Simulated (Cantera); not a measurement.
Charge: 1 mol SiHCl₃, a varied amount of NH₃, at 1402 °C and 0.00360 bar.

Method: chemical equilibrium by Gibbs-energy minimisation in Cantera with the NASA 1993 tables (ideal gas, pure condensed phases). Candidate condensed phases: NH₄Cl, Si, Si₃N₄; 28 gas species. Rates play no part.

**Question.** What share of the Si ends up in condensed phases as a function of n(NH₃) (mol), at 2.7, 4.6, 6.4, 8.2, 10, 12, 14, 16, 17, 19, 21?

**Answer.** 
```json
[
 {"n(NH₃) (mol)": "2.7", "Si condensed (%)": "2.3", "as": "Si(s)"},
 {"n(NH₃) (mol)": "4.6", "Si condensed (%)": "13.5", "as": "Si(s)"},
 {"n(NH₃) (mol)": "6.4", "Si condensed (%)": "21.2", "as": "Si(s)"},
 {"n(NH₃) (mol)": "8.2", "Si condensed (%)": "27.3", "as": "Si(s)"},
 {"n(NH₃) (mol)": "10", "Si condensed (%)": "32.2", "as": "Si(s)"},
 {"n(NH₃) (mol)": "12", "Si condensed (%)": "36.9", "as": "Si(s)"},
 {"n(NH₃) (mol)": "14", "Si condensed (%)": "40.8", "as": "Si(s)"},
 {"n(NH₃) (mol)": "16", "Si condensed (%)": "44.1", "as": "Si(s)"},
 {"n(NH₃) (mol)": "17", "Si condensed (%)": "45.7", "as": "Si(s)"},
 {"n(NH₃) (mol)": "19", "Si condensed (%)": "48.4", "as": "Si(s)"},
 {"n(NH₃) (mol)": "21", "Si condensed (%)": "50.9", "as": "Si(s)"}
]
```
